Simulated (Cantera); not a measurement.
Input (Python, Cantera) and output of one run.

```python
import numpy as np
import cantera as ct

gas_names = """
    CuF2 CH4 CF3 H C2H6 C2F4
""".split()
cond_names = """
    Cu(cr) Cu(L)
""".split()


# ... load() reads the species with a 1 bar reference pressure and builds the phases ...
species = {s.name: s for s in load("nasa_gas.yaml", gas_names) + load("nasa_condensed.yaml", cond_names)}
# Each term lists the table entries of one substance; the one whose range holds T is used.
reactions = {
    '3 CuF2(g) + 2 CH4(g) = 3 Cu + 2 CF3(g) + 8 H(g)':
        [(-3, ['CuF2']), (-2, ['CH4']), (3, ['Cu(cr)', 'Cu(L)']), (2, ['CF3']), (8, ['H'])],
    '2 CuF2(g) + 4 C2H6(g) = C2F4(g) + 2 Cu + 6 CH4(g)':
        [(-2, ['CuF2']), (-4, ['C2H6']), (1, ['C2F4']), (2, ['Cu(cr)', 'Cu(L)']), (6, ['CH4'])],
}


def pick(names, T):
    return next(species[n] for n in names if species[n].thermo.min_temp <= T <= species[n].thermo.max_temp)


results = []
for label, terms in reactions.items():
    print(label)
    print("     T/K   dH/kJ  dS/(J/K)   dG/kJ   log10 K")
    for T in [973, 1173, 1373, 1573, 1773, 1973, 2173, 2373, 2573, 2773, 2973]:
        used = [(nu, pick(names, T)) for nu, names in terms]
        dH = sum(nu * s.thermo.h(T) for nu, s in used) / 1e6
        dS = sum(nu * s.thermo.s(T) for nu, s in used) / 1e3
        dG = dH - T * dS / 1e3
        logK = -dG * 1e6 / (ct.gas_constant * T * np.log(10))
        results.append((label, T, dH, dS, dG, logK, [s.name for _, s in used]))
        print(f"{T:8g} {dH:8.1f} {dS:8.1f} {dG:8.1f} {logK:8.2f}")
```

Output:

```
3 CuF2(g) + 2 CH4(g) = 3 Cu + 2 CF3(g) + 8 H(g)
     T/K   dH/kJ  dS/(J/K)   dG/kJ   log10 K
     973   1826.8    506.3   1334.2   -71.62
    1173   1843.8    522.2   1231.3   -54.83
    1373   1899.1    563.7   1125.1   -42.80
    1573   1913.6    573.6   1011.3   -33.58
    1773   1926.2    581.1    895.8   -26.39
    1973   1937.1    587.0    779.0   -20.62
    2173   1946.4    591.5    661.1   -15.89
    2373   1954.3    595.0    542.5   -11.94
    2573   1961.0    597.7    423.2    -8.59
    2773   1966.5    599.7    303.5    -5.72
    2973   1970.9    601.3    183.4    -3.22
2 CuF2(g) + 4 C2H6(g) = C2F4(g) + 2 Cu + 6 CH4(g)
     T/K   dH/kJ  dS/(J/K)   dG/kJ   log10 K
     973   -226.9     53.5   -278.9    14.97
    1173   -223.2     56.9   -290.0    12.91
    1373   -191.3     80.7   -302.1    11.49
    1573   -184.1     85.5   -318.7    10.58
    1773   -176.1     90.3   -336.3     9.91
    1973   -167.2     95.1   -354.8     9.39
    2173   -157.5     99.8   -374.3     9.00
    2373   -146.9    104.4   -394.7     8.69
    2573   -135.5    109.0   -416.1     8.45
    2773   -123.3    113.6   -438.4     8.26
    2973   -110.3    118.1   -461.5     8.11
```

Source: NASA polynomial tables (part measured, part estimated), evaluated in Cantera. The tables' values for C2F4 are old estimates. Condensed species are held in their standard states even where they would react or evaporate.
